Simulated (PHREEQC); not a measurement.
Copper plating or etch bath (model solution)

Consider water at 25 °C with 0.018 mol/kgw Cu(BF4)2 and 0.00059 mol/kgw HBF4. Closed to the air; pH follows from the charge balance.

Computed with PHREEQC (ion-association model, phreeqc.dat).

```json
{
  "pH": "2.73",
  "ionic_strength": "0.0554 mol/kgw",
  "total_alkalinity": "-110 meq/kg"
}
```

```
species    molality  activity   log γ
---------  --------  --------  ------
BF4-         0.0326    0.0266  -0.089
Cu+2         0.0176   0.00828  -0.328
HF          0.00552   0.00559   0.006
F-          0.00249   0.00201  -0.095
H+          0.00219   0.00186  -0.071
BF3OH-      0.00215   0.00175  -0.089
H3BO3       0.00132   0.00134   0.006
BF2(OH)2-  0.000525  0.000428  -0.089
CuF+       0.000371  0.000302  -0.089
HF2-        5.28e-5   4.30e-5  -0.089
```

This is a speciation only: nothing precipitates in the calculation. Species that the database lacks are ignored. Real BF4- forms and hydrolyses slowly; the run takes it at equilibrium.
